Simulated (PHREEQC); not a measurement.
Copper plating or etch bath: an equilibrium model

Make-up at 20 °C: 0.0059 mol CuCl2, 0.0041 mol HBF4 and 0.055 mol NaCl per kg of water. Closed to the air; pH follows from the charge balance.

Equilibrium calculation in PHREEQC: ion-association model, phreeqc.dat.

```json
{
 "pH": "2.46",
 "ionic_strength": "0.0760 mol/kgw",
 "density": "1.002 g/cm³",
 "total_alkalinity": "-16.4 meq/kg"
}
```

```csv
species,molality,activity,log γ
Cl-,0.0664,0.0523,-0.104
Na+,0.0550,0.0441,-0.096
Cu+2,0.00552,0.00240,-0.362
H+,0.00411,0.00345,-0.077
HF,0.00335,0.00341,0.008
BF4-,0.00277,0.00221,-0.098
H3BO3,0.000973,0.000990,0.008
F-,0.000919,0.000720,-0.106
```

No solid was allowed to form. Real BF4- forms and hydrolyses slowly; the run takes it at equilibrium.
